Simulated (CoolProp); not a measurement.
Vapour pressure (MPa) of the fluoroketone C6F12O (FK-5-1-12): the reference equation beside estimates from Tc = 168.7 °C, pc = 1.869 MPa, ω = 0.471. Clausius-Clapeyron is anchored at 76.65 °C with a constant enthalpy of vaporisation of 25.01 kJ/mol.

Values from CoolProp's reference Helmholtz-energy equation of state, McLinden 2015.

```csv
T (°C),reference,Lee-Kesler,Clausius-Clapeyron,van der Waals,Redlich-Kwong,Soave-Redlich-Kwong,Peng-Robinson
17.35,0.02897,0.02895,0.04170,0.2701,0.09414,0.02896,0.02953
27.25,0.04438,0.04436,0.05866,0.3225,0.1272,0.04435,0.04488
37.15,0.06573,0.06574,0.08074,0.3811,0.1681,0.06570,0.06608
47.05,0.09447,0.09452,0.1090,0.4463,0.2176,0.09453,0.09459
56.95,0.1322,0.1323,0.1444,0.5183,0.2768,0.1325,0.1321
66.85,0.1807,0.1809,0.1883,0.5974,0.3465,0.1815,0.1803
76.65,0.2412,0.2414,0.2412,0.6828,0.4268,0.2428,0.2405
86.55,0.3170,0.3170,0.3057,0.7767,0.5200,0.3197,0.3162
96.45,0.4095,0.4094,0.3824,0.8782,0.6264,0.4140,0.4090
106.35,0.5213,0.5209,0.4728,0.9877,0.7466,0.5280,0.5215
116.25,0.6548,0.6540,0.5784,1.105,0.8815,0.6643,0.6563
126.15,0.8129,0.8119,0.7004,1.231,1.032,0.8255,0.8163
136.05,0.9987,0.9980,0.8405,1.365,1.198,1.014,1.005
```

Absolute difference from the reference over all 13 rows, mean and median: Lee-Kesler 0.1 and 0.1 %, Clausius-Clapeyron 14.5 and 11.7 %, van der Waals 271.0 and 183.1 %, Redlich-Kwong 93.7 and 76.9 %, Soave-Redlich-Kwong 0.7 and 0.7 %, Peng-Robinson 0.5 and 0.3 %.
